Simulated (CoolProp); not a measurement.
Vapour-liquid equilibrium of R125 (1) + propylene (2) at 0.211 MPa; x and y are mole fractions of (1).

Values from CoolProp's multi-fluid Helmholtz-energy mixture model, Lemmon 2005 and Lemmon 2013; pair parameters Bell 2016.

```tsv
x	bubble temperature (K)	y at the bubble point	dew temperature at overall composition x (K)	liquid density (mol/L)
0.05	240.6	0.130	242.1	13.89
0.125	238.2	0.257	240.7	13.75
0.2	236.7	0.338	239.2	13.59
0.275	235.9	0.395	237.8	13.42
0.35	235.4	0.439	236.5	13.26
0.425	235.1	0.475	235.5	13.11
0.5	235.0	0.509	235.0	12.96
0.575	235.0	0.543	235.2	12.83
0.65	235.2	0.581	235.9	12.70
0.725	235.7	0.627	236.9	12.58
0.8	236.4	0.686	238.1	12.46
0.875	237.6	0.768	239.3	12.34
0.95	239.5	0.887	240.5	12.21
```

y crosses x between x = 0.5 and 0.575: the model has an azeotrope there.

The pair parameters rest on a limited set of measurements; away from them the model extrapolates.
